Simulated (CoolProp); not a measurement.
Vapour-liquid equilibrium of acetone (1) + benzene (2) at 415.4 K; x and y are mole fractions of (1).

Computed with CoolProp (multi-fluid Helmholtz-energy mixture model, Lemmon 2006 and Thol 2012; pair parameters Bell 2016).

**Question.** Give the bubble pressure and the first vapour's composition at x = 0.2, 0.5, 0.8. Is there an azeotrope?

**Answer.** x = 0.2: 0.6242 MPa, y = 0.336; x = 0.5: 0.7747 MPa, y = 0.633; x = 0.8: 0.9010 MPa, y = 0.859. No azeotrope shows between x = 0.05 and 0.95.

Pair parameters are fitted to limited data, so mixtures are less certain than the pure fluids.
